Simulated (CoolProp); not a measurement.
Computed with CoolProp (reference Helmholtz-energy equation of state, Span 1996).

### Question
For carbon dioxide, give the phase and the cp (kJ/(kg K)), cv (kJ/(kg K)), viscosity (µPa s) at 904.2 K and 4.97 MPa.

### Answer
- 904.2 K and 4.97 MPa: gas; cp 1.22, cv 1.02, viscosity 38.6

Viscosity comes from a separate model (Laesecke 2017).
